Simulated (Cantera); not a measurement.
Premixed flame

A freely propagating, adiabatic, planar premixed flame of CH₄ : O₂ : N₂ = 1 : 1.67 : 6.27 (molar parts), unburnt at 400 K and 100.0 Torr; mixture-averaged transport, grid criteria slope 0.08 and curve 0.16, no radiation.

Computed with Cantera and GRI-Mech 3.0 (53 species, 325 reactions). Burning velocities carry a grid error of a few per cent, more on coarse grids.

| z (mm) | T (K) | u (m/s) | x CH₄ | x O₂ | x HCN | x CH₂CO | x NO | x CH₂ |
|---|---|---|---|---|---|---|---|---|
| -6.76 | 400 | 0.872 | 0.112 | 0.187 | <1e-8 | <1e-8 | <1e-8 | <1e-8 |
| -4.51 | 401 | 0.875 | 0.111 | 0.186 | <1e-8 | <1e-8 | <1e-8 | <1e-8 |
| -3.38 | 405 | 0.888 | 0.111 | 0.185 | <1e-8 | <1e-8 | <1e-8 | <1e-8 |
| -2.25 | 467 | 1.03 | 0.106 | 0.181 | 6.76e-8 | 2.73e-7 | 1.54e-7 | <1e-8 |
| -1.13 | 926 | 2.10 | 0.0746 | 0.145 | 1.43e-6 | 2.22e-5 | 2.18e-6 | 6.64e-7 |
| -0.564 | 1356 | 3.12 | 0.0400 | 0.101 | 3.94e-6 | 9.55e-5 | 5.29e-6 | 1.84e-5 |
| 0 | 1726 | 4.01 | 0.0104 | 0.0524 | 8.13e-6 | 0.000110 | 1.10e-5 | 7.69e-5 |
| 0.564 | 1886 | 4.40 | 0.00110 | 0.0238 | 8.87e-6 | 2.36e-5 | 1.90e-5 | 3.40e-5 |
| 1.13 | 1922 | 4.47 | 6.48e-5 | 0.0127 | 5.38e-6 | 1.55e-6 | 2.53e-5 | 3.22e-6 |
| 2.25 | 1939 | 4.49 | 1.68e-7 | 0.00757 | 1.39e-6 | <1e-8 | 3.05e-5 | 1.08e-8 |
| 4.51 | 1953 | 4.51 | <1e-8 | 0.00640 | 1.30e-7 | <1e-8 | 3.30e-5 | <1e-8 |
| 9.02 | 1972 | 4.55 | <1e-8 | 0.00583 | <1e-8 | <1e-8 | 3.55e-5 | <1e-8 |
| 18.0 | 2001 | 4.60 | <1e-8 | 0.00508 | <1e-8 | <1e-8 | 4.00e-5 | <1e-8 |
x: mole fraction of selected species; z is measured from the peak of heat release.

The laminar burning velocity comes out as 87.1 cm/s. The thermal thickness is 2.25 mm and the peak x(HCN) is 9.42e-6. The peak x(CH₂CO) is 0.000127 and the peak x(CH₂) comes out as 7.82e-5. The grid points is 171.
